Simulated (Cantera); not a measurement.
An adiabatic, constant-volume homogeneous reactor starts with CO : H2 : O2 : N2 : CO2 = 1 : 0.97 : 1.86 : 6.99 : 0.27 (molar parts), equivalence ratio 0.53, at 1625 K and 0.987 atm.

Computed with Cantera and GRI-Mech 3.0 (53 species, 325 reactions).

One state of this run: T (K) = 2718; P (bar) = 1.57; x CO = 0.0273; x H2 = 0.00339; x O2 = 0.0897; x NO = 0.00300; x HO2 = 1.27e-5; x H2O2 = 3.23e-7; x N2O = 1.03e-6. x: mole fraction; the columns are a selection and need not sum to one.

Question: Which value of t (s) does it belong to?
(A) 0.000206
(B) 9.38e-6
(C) 9.53e-5
(D) 0.000447

Answer: D, 0.000447
